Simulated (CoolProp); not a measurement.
Hexamethyldisiloxane (MM) at 424.16 K and 0.0354 MPa is throttled through a valve to 0.00618 MPa with no heat exchange. Each further row changes one setting.

Values from CoolProp's reference Helmholtz-energy equation of state, Thol 2016.

```csv
case,temperature change (K),final density (kg/m³)
as stated,-0.5,___
outlet pressure 0.00185 MPa,-0.5,___
outlet pressure 0.00803 MPa,___,___
```

Q: Some entries are withheld; supply them.

A: 
- as stated, final density (kg/m³): 0.286
- outlet pressure 0.00185 MPa, final density (kg/m³): 0.0853
- outlet pressure 0.00803 MPa, temperature change (K): -0.4
- outlet pressure 0.00803 MPa, final density (kg/m³): 0.371
